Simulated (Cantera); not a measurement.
An adiabatic, constant-pressure homogeneous reactor starts with CO : H2 : O2 : N2 = 1 : 0.55 : 0.337 : 1.27 (molar parts), at 1475 K and 490000 Pa.

Detailed kinetics in Cantera: GRI-Mech 3.0 (53 species, 325 reactions). The hydrogen kinetics of GRI-Mech 3.0 are dated; newer H2 mechanisms differ, most at raised pressure.

One state of this run: T (K) = 2856; x CO = 0.258; x H2 = 0.0521; x O2 = 0.000955; x H2O = 0.132; x NO = 0.00202; x N2O = 1.88e-7; x NO2 = 1.94e-7. x: mole fraction; the columns are a selection and need not sum to one.

### Question
Which value of t (s) does it belong to?
A. 4.00e-6
B. 1.10e-5
C. 0.0363
D. 8.35e-5

### Answer
C, 0.0363
